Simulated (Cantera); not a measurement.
A Cantera script and what it prints.

```python
import numpy as np
import cantera as ct

gas_names = """
    CL CL2 H HCL H2 N NH NH2 NH3 N2 N2H2 N2H4 Si SiCL SiCL2 SiCL3 SiCL4 SiH SiHCL3 SiH2 SiH2CL2 SiH3
    SiH3CL SiH4 SiN Si2 Si2N Si3
""".split()
cond_names = """
    NH4CL(a) NH4CL(b) Si(cr) Si(L) Si3N4(a)
""".split()


def load(file, names, dense=False):
    # The tables refer to 1 bar. Condensed volumes are neglected.
    table = {s.name: s for s in ct.Species.list_from_file(file)}
    out = []
    for n in names:
        d = dict(table[n].input_data)
        d["thermo"] = dict(d["thermo"], **{"reference-pressure": 1e5})
        if dense:
            d["equation-of-state"] = {"model": "constant-volume", "density": "1e6 g/cm^3"}
        out.append(ct.Species.from_dict(d))
    return out


gas = ct.Solution(thermo="ideal-gas", species=load("nasa_gas.yaml", gas_names))
cond = {s.name: ct.Solution(thermo="fixed-stoichiometry", species=[s], name=s.name)
        for s in load("nasa_condensed.yaml", cond_names, dense=True)}
atoms = {
    'SiH4': {'Si': 1, 'H': 4},
    'Cl2': {'CL': 2},
    'N2': {'N': 2},
}
top_T = {'Si3N4(a)': 2400}  # K; cautious upper limits of use, not melting points


def equilibrate(T, P, feed):
    n = {}
    for name, mol in feed.items():
        for a, k in atoms[name].items():
            n[a] = n.get(a, 0.0) + k * mol
    gas.TPX = T, P, n
    mass = sum(n.values()) * gas.mean_molecular_weight
    gas.equilibrate("TP")
    valid = [c for c in cond.values() if c.min_temp <= T <= top_T.get(c.name, c.max_temp)]
    mix = ct.Mixture([(gas, mass / gas.mean_molecular_weight)] + [(c, 0.0) for c in valid])
    mix.T, mix.P = T, P
    mix.equilibrate("TP", solver="vcs", rtol=1e-11, max_steps=5000)
    return mix


results = []
feed = {'SiH4': 1, 'Cl2': 0.0059, 'N2': 100}  # mol
T = 1475  # K
P = 240  # Pa
mix = equilibrate(T, P, feed)
results.append((T, P, feed, dict(zip(mix.species_names, mix.species_moles))))
print(gas.report(threshold=1e-05))
for i in range(1, mix.n_phases):
    print(f"{mix.phase(i).name:16s} {mix.phase_moles(i):12.5e} mol")
```

Output:

```
       temperature   1475 K
          pressure   240 Pa
           density   0.00053822 kg/m^3
  mean mol. weight   27.503 kg/kmol
   phase of matter   gas

                          1 kg             1 kmol
                     ---------------   ---------------
          enthalpy         1.362e+06        3.7459e+07  J
   internal energy        9.1608e+05        2.5195e+07  J
           entropy             10581          2.91e+05  J/K
    Gibbs function       -1.4245e+07       -3.9177e+08  J
 heat capacity c_p            1259.4             34637  J/K
 heat capacity c_v            957.07             26322  J/K

                      mass frac. Y      mole frac. X     chem. pot. / RT
                     ---------------   ---------------   ---------------
                 H        1.3605e-06         3.712e-05           -14.258
               HCL        0.00015381        0.00011603           -47.974
                H2          0.001441          0.019659           -28.515
                N2            0.9984           0.98019           -32.013
     [  +24 minor]        8.0107e-07        4.3782e-07

Si(cr)            0.00000e+00 mol
Si3N4(a)          3.33325e-01 mol
```

These are equilibrium values from Cantera (NASA tables, ideal gas, pure condensed phases), not measurements of a reactor. N2 is the only nitrogen source here; it is nearly inert below about 1500 K, so the nitride shown seldom forms there in practice.
